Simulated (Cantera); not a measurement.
A freely propagating, adiabatic, planar premixed flame of 25.9 % CO, 2.46 % H2, 15.1 % O2, 56.6 % N2, equivalence ratio 0.94, unburnt at 348 K and 563 Torr; mixture-averaged transport, grid criteria slope 0.08 and curve 0.16, no radiation.

Model: GRI-Mech 3.0 (53 species, 325 reactions), integrated in Cantera. Burning velocities carry a grid error of a few per cent, more on coarse grids.

**Question.** Predict: laminar burning velocity; thermal thickness; peak x(O).

**Answer.** 
```json
{
 "laminar_burning_velocity": "59.2 cm/s",
 "thermal_thickness": "0.989 mm",
 "peak x(O)": "0.0155"
}
```
